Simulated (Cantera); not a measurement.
Input: 1 mol B, 1.4 mol H2, 7 mol N2, held at 1075 K and 7.50 Torr.

Equilibrium computed with Cantera from the NASA thermochemical tables; the gas is ideal and each condensed phase is pure. Candidate condensed phases: B, BN; 15 gas species. N2 is the only nitrogen source here; it is nearly inert below about 1500 K, so the nitride shown seldom forms there in practice. Equilibrium is a limit: real reactors are often held back by kinetics, nucleation or transport.

Base state: N2 0.823, H2 0.177 (mole fractions); condensed: BN(s).

Q: What changes in the equilibrium state with this change: B replaced by BF3?

A: 
```
species     before    after
----------  ------  -------
N2           0.823    0.743
H2           0.177    0.145
BF3              0    0.103
HF               0  0.00878
BHF2             0  2.66e-5
BN(s), mol    1.00   0.0274
```
